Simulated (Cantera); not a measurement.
A closed system holds: 1 mol trisilylamine, 2.5 mol NH3, 64 mol H2, held at 1523 K.

Method: chemical equilibrium by Gibbs-energy minimisation in Cantera with the NASA 1993 tables (ideal gas, pure condensed phases). Candidate condensed phases: Si, Si3N4; 18 gas species. The feed counts by its element totals alone. Mutual solubility and eutectic melting of coexisting phases are not modelled. Kinetics and transport are ignored.

### Question
Which condensed phases are stable at each of these points (P (Pa)): 5, 26, 140, 710, 3700, 19000, 100000?

### Answer
| P (Pa) | condensed phases | Si condensed (%) |
|---|---|---|
| 5 | Si(s) | 99.1 |
| 26 | Si(s) | 99.8 |
| 140 | Si(s) | 100.0 |
| 710 | Si(s) + Si3N4(s) | 100.0 |
| 3700 | Si(s) + Si3N4(s) | 100.0 |
| 19000 | Si(s) + Si3N4(s) | 100.0 |
| 100000 | Si(s) + Si3N4(s) | 100.0 |

From 5.00 Pa to 1.40 mbar the condensed part is Si(s). From 7.10 mbar to 1.00 bar the condensed part is Si(s) + Si3N4(s).
